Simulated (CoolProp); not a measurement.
Vapour-liquid equilibrium of propylene (1) + benzene (2) at 59.95 °C; x and y are mole fractions of (1).

Values from CoolProp's multi-fluid Helmholtz-energy mixture model, Lemmon 2013 and Thol 2012; pair parameters Bell 2016.

| x | bubble pressure, mixture model (MPa) | bubble pressure, Raoult's law (MPa) | y, mixture model | y, Raoult's law |
|---|---|---|---|---|
| 0.05 | 0.2169 | 0.1758 | 0.759 | 0.718 |
| 0.15 | 0.5199 | 0.4232 | 0.900 | 0.895 |
| 0.25 | 0.7897 | 0.6706 | 0.935 | 0.942 |
| 0.35 | 1.031 | 0.9179 | 0.952 | 0.963 |
| 0.45 | 1.249 | 1.165 | 0.962 | 0.975 |
| 0.55 | 1.452 | 1.413 | 0.969 | 0.983 |
| 0.65 | 1.648 | 1.660 | 0.975 | 0.989 |
| 0.75 | 1.851 | 1.907 | 0.980 | 0.993 |
| 0.85 | 2.075 | 2.155 | 0.986 | 0.996 |
| 0.95 | 2.351 | 2.402 | 0.994 | 0.999 |

The largest gap from Raoult's law is +23.4 % in bubble pressure, at x = 0.05. No azeotrope shows between x = 0.05 and 0.95.

Pair parameters are fitted to limited data, so mixtures are less certain than the pure fluids. The gap from Raoult's law changes sign with composition, which may be real or a fault of the pair parameters; it wasn't checked against measurements.
